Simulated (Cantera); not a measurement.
# Low-pressure radical oxidation in H2/O2

An isothermal, constant-pressure homogeneous reactor starts with H₂ : O₂ : N₂ = 0.013 : 1 : 1.3 (molar parts), equivalence ratio 0.0065, at 1125 K and 2670 Pa.

Detailed kinetics in Cantera: the H2/O2 subset of GRI-Mech 3.0, which has no nitrogen chemistry. Radical loss at walls, strong at low pressure, is not modelled.

| t (s) | x H₂ | x O₂ | x H₂O₂ | x H | x H₂O |
|---|---|---|---|---|---|
| 1.00e-5 | 0.00562 | 0.432 | <1e-12 | 9.14e-12 | <1e-12 |
| 2.82e-5 | 0.00562 | 0.432 | <1e-12 | 2.29e-11 | <1e-12 |
| 7.95e-5 | 0.00562 | 0.432 | <1e-12 | 4.87e-11 | 2.64e-12 |
| 0.000224 | 0.00562 | 0.432 | <1e-12 | 8.92e-11 | 3.99e-11 |
| 0.000631 | 0.00562 | 0.432 | <1e-12 | 2.19e-10 | 5.12e-10 |
| 0.00178 | 0.00562 | 0.432 | <1e-12 | 1.62e-9 | 9.71e-9 |
| 0.00502 | 0.00562 | 0.432 | 1.30e-11 | 3.20e-7 | 2.35e-6 |
| 0.0141 | 0.000199 | 0.428 | 5.50e-8 | 0.000464 | 0.00493 |
| 0.0399 | 2.13e-5 | 0.429 | 2.06e-8 | 0.000161 | 0.00539 |
| 0.112 | 8.68e-6 | 0.430 | 1.88e-8 | 4.19e-5 | 0.00552 |
| 0.317 | 2.05e-6 | 0.431 | 1.36e-8 | 4.93e-6 | 0.00559 |
| 0.893 | 3.46e-7 | 0.431 | 6.33e-9 | 3.62e-7 | 0.00562 |
| 2.52 | 5.66e-8 | 0.431 | 1.87e-9 | 2.52e-8 | 0.00563 |
| 7.10 | 1.08e-8 | 0.431 | 4.66e-10 | 2.19e-9 | 0.00563 |
| 20.0 | 2.50e-9 | 0.431 | 1.23e-10 | 2.55e-10 | 0.00563 |
x: mole fraction; the columns are a selection and need not sum to one.

Equilibrium at this temperature and pressure: H₂ 1.28e-10, O₂ 0.431, H₂O₂ 7.08e-12, H 3.09e-12, H₂O 0.00564 (gas phase only).
